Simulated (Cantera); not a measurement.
A closed system holds: 1 mol HMDSO, 9.1 mol CO₂, 7.2 mol H₂, at 477 °C and 97.5 Torr.

Cantera equilibrium calculation (NASA polynomials, part measured and part estimated; ideal gas, pure solids and liquids). Candidate condensed phases: C, C₆H₆, C₇H₈, C₈H₁₈, H₂O, Si, SiC, SiO₂; 123 gas species. The feed counts by its element totals alone. The numbers say what is thermodynamically allowed, not how fast it happens.

Question: What is the equilibrium state?

Answer: 
```
Property                             Result
--------------------------------  ---------
x(H₂)                                 0.402
x(H₂O)                                0.260
x(CO₂)                                0.216
x(CH₄)                               0.0671
x(CO)                                0.0547
n(C(graphite))                     8.22 mol
n(SiO₂(α-quartz))                  2.00 mol
gas amount                        20.35 mol
log10 activity of Si(s) (absent)     -24.84
```
